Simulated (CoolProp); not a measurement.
A Linde-Hampson liquefier for oxygen: isothermal reversible compression at 200 K from 1 atm to 30 MPa, throttling to 1 atm, return gas leaving the recuperator 2 K below the feed. Each further row changes one setting.

Computed with CoolProp (reference Helmholtz-energy equation of state, Schmidt 1985).

| case | liquid yield per pass | compression work (kJ/kg of gas) |
|---|---|---|
| as stated | 0.367 | 261 |
| high pressure 60 MPa | 0.360 | 299 |
| warm-end temperature 230 K | 0.270 | 316 |
| warm-end gap 7 K | 0.357 | 261 |
